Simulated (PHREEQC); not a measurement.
0.52 g of hydrous ferric oxide (600 m²/g; 0.2 weak and 0.005 strong sites per Fe, Dzombak-Morel constants, diffuse double layer) in 1 kg of water with 0.05 mol/kgw of an inert sodium salt and 2e-05 mol CuSO4 and 0.00025 mol PbCl2, at 25 °C; the pH is set by adding NaOH or the inert anion's acid. O2 is buffered at 0.21 atm. The system is closed to CO2. Precipitation was switched off in this run.

All values are PHREEQC results (ion-association model, wateq4f.dat), not measurements.

Q: Predict S sorbed (%), Cu sorbed (%) at pH = 5.25, 7.5, 7.88, 8.62.

A: 
```csv
pH,S sorbed (%),Cu sorbed (%)
5.25,97.8,57.8
7.5,10.9,99.8
7.88,2.9,99.7
8.62,0.2,99.6
```

Species that the database lacks are ignored. The database's constant for dissolved Cu(OH)2 is higher than later reviews accept. The oxide is taken as insoluble; below pH 4 it would dissolve.
